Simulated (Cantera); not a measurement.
Charge: 1 mol HgO, 0.066 mol H2, equilibrated at 0.00220 bar.

These are equilibrium values from Cantera (NASA tables, ideal gas, pure condensed phases), not measurements of a reactor. Candidate condensed phases: H2O, Hg, HgO; 10 gas species. Rates play no part.

Task: Which condensed phases are stable at each of these points (T (°C)): 202, 302, 402, 502, 602, 702, 802, 902, 1002, 1102, 1202, 1302?

Result: 
```json
[
 {"T (°C)": "202", "condensed phases": "HgO(s)", "Hg condensed (%)": "93.4"},
 {"T (°C)": "302", "condensed phases": "gas only", "Hg condensed (%)": "0.0"},
 {"T (°C)": "402", "condensed phases": "gas only", "Hg condensed (%)": "0.0"},
 {"T (°C)": "502", "condensed phases": "gas only", "Hg condensed (%)": "0.0"},
 {"T (°C)": "602", "condensed phases": "gas only", "Hg condensed (%)": "0.0"},
 {"T (°C)": "702", "condensed phases": "gas only", "Hg condensed (%)": "0.0"},
 {"T (°C)": "802", "condensed phases": "gas only", "Hg condensed (%)": "0.0"},
 {"T (°C)": "902", "condensed phases": "gas only", "Hg condensed (%)": "0.0"},
 {"T (°C)": "1002", "condensed phases": "gas only", "Hg condensed (%)": "0.0"},
 {"T (°C)": "1102", "condensed phases": "gas only", "Hg condensed (%)": "0.0"},
 {"T (°C)": "1202", "condensed phases": "gas only", "Hg condensed (%)": "0.0"},
 {"T (°C)": "1302", "condensed phases": "gas only", "Hg condensed (%)": "0.0"}
]
```

At 202 °C the condensed part is HgO(s). From 302 °C to 1302 °C nothing is condensed.
